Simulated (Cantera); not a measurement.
Feed: 1 mol AlCl3, 2.5 mol O2, 230 mol H2, equilibrated at 0.00190 bar.

Method: chemical equilibrium by Gibbs-energy minimisation in Cantera with the NASA 1993 tables (ideal gas, pure condensed phases). Candidate condensed phases: Al, AlCl3, Al2O3, H2O; 29 gas species. The numbers say what is thermodynamically allowed, not how fast it happens. All values below are at 1923 K.

Base state: H2 0.951, H 0.0211, H2O 0.0150, HCl 0.0125, Cl 0.000209, AlCl 6.11e-5, OH 2.87e-5 (mole fractions); condensed: Al2O3(s).

**Question.** What changes in the equilibrium state with this change: AlCl3 replaced by Al?

**Answer.** 
```json
[
 {"species": "H2", "before": "0.951", "after": "0.964"},
 {"species": "H", "before": "0.0211", "after": "0.0212"},
 {"species": "H2O", "before": "0.0150", "after": "0.0150"},
 {"species": "HCl", "before": "0.0125", "after": "0"},
 {"species": "Cl", "before": "0.000209", "after": "0"},
 {"species": "AlCl", "before": "6.11e-5", "after": "0"},
 {"species": "OH", "before": "2.87e-5", "after": "2.85e-5"},
 {"species": "Al2O3(s), mol", "before": "0.492", "after": "0.499"}
]
```
